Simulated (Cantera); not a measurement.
Thermodynamics of silicon etching in halogen gases, feed Si + SF₆ + N₂

Input: 1 mol Si, 1 mol SF₆, 46 mol N₂, at 1202 °C.

Method: chemical equilibrium by Gibbs-energy minimisation in Cantera with the NASA 1993 tables (ideal gas, pure condensed phases). Candidate condensed phases: S, Si, Si₃N₄; 29 gas species. The tables' values for S₂F₂ (SSF₂), SF₃, FS₂F (FSSF) are old estimates; treat these amounts as uncertain. The numbers say what is thermodynamically allowed, not how fast it happens.

From 1.00 Pa to 1.00 bar nothing is condensed. The main Si-bearing gas is SiF₄ throughout.

```csv
P (Pa),x N₂,x F,x SiF₄,x SF₂
1,0.933,0.0343,0.0203,0.00257
5.20,0.943,0.0211,0.0205,0.00889
27,0.952,0.00991,0.0207,0.0142
140,0.956,0.00450,0.0208,0.0166
720,0.958,0.00212,0.0208,0.0172
3700,0.959,0.000818,0.0208,0.0161
19000,0.960,0.000254,0.0209,0.0136
100000,0.961,7.10e-5,0.0209,0.0105
```
x: gas mole fraction; nothing condenses.
